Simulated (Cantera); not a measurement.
An isothermal, constant-pressure homogeneous reactor starts with 2.06 % H2, 97.9 % O2, at 1050 K and 0.00130 bar.

Cantera simulation using the H2/O2 subset of GRI-Mech 3.0, which has no nitrogen chemistry; the numbers are that mechanism's predictions, not measurements. Radical loss at walls, strong at low pressure, is not modelled.

One state of this run: x H2 = 0.000164; x O2 = 0.963; x O = 0.0150; x H2O2 = 3.45e-9; x HO2 = 3.03e-7; x OH = 0.000891. x: mole fraction; the columns are a selection and need not sum to one.

Which value of t (s) does it belong to?
A. 0.00779
B. 0.340
C. 0.116
D. 0.0134

B, 0.340
